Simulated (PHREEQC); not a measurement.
Consider water at 64 °C with 1.9 mmol/kgw HCl, 2.6 mmol/kgw AlCl3 and 140 mmol/kgw MnSO4. Closed to the air; pH follows from the charge balance.

All values are PHREEQC results (ion-association model, wateq4f.dat), not measurements.

Precipitation was switched off in this run.

Q: Estimate the pH.

A: pH 3.52.

Q: In which forms is Al present?

A: AlSO4+ 61 %, Al(SO4)2- 32 %, Al+3 5.9 %, AlOH+2 0.8 % of the Al.

Away from 25 °C the constants follow the database's enthalpies or fits; those with neither stay at their 25 °C values.
